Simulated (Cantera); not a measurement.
**Carbothermic reduction: TiO2 + C + H2**

Charge: 1 mol TiO2, 1.2 mol C, 13 mol H2, equilibrated at 0.140 bar.

Method: chemical equilibrium by Gibbs-energy minimisation in Cantera with the NASA 1993 tables (ideal gas, pure condensed phases). Candidate condensed phases: C, C6H6, C7H8, C8H18, H2O, Ti, TiC, TiO, TiO2, Ti2O3, Ti3O5, Ti4O7; 113 gas species. Mutual solubility and eutectic melting of coexisting phases are not modelled. TiC, TiO: taken at fixed stoichiometry. Condensed phases not in the tables: solid solutions among these carbides, nitrides and lower oxides. The numbers say what is thermodynamically allowed, not how fast it happens.

From 1275 °C to 1575 °C the condensed part is TiC(s) + Ti2O3(s). From 1650 °C to 1725 °C the condensed part is TiC(s) + TiO(s). At 1800 °C the condensed part is TiC(s) + TiO(l).

| T (°C) | log p H2 | log p CO | log p H | log p H2O | n TiC(s) | n Ti2O3(s) | n TiO(s) | n TiO(l) |
|---|---|---|---|---|---|---|---|---|
| 1275 | -0.88 | -2.03 | -4.95 | -4.79 | 0.281 | 0.360 | 0 | 0 |
| 1350 | -0.88 | -2.03 | -4.60 | -4.76 | 0.281 | 0.360 | 0 | 0 |
| 1425 | -0.88 | -2.03 | -4.28 | -4.74 | 0.281 | 0.360 | 0 | 0 |
| 1500 | -0.88 | -2.03 | -3.99 | -4.71 | 0.281 | 0.360 | 0 | 0 |
| 1575 | -0.88 | -2.03 | -3.72 | -4.69 | 0.281 | 0.360 | 0 | 0 |
| 1650 | -0.89 | -1.96 | -3.47 | -4.67 | 0.101 | 0 | 0.899 | 0 |
| 1725 | -0.89 | -1.96 | -3.24 | -4.69 | 0.101 | 0 | 0.899 | 0 |
| 1800 | -0.89 | -1.96 | -3.03 | -4.73 | 0.101 | 0 | 0 | 0.899 |
log p: log10 of the partial pressure in bar; n: condensed amount in mol.
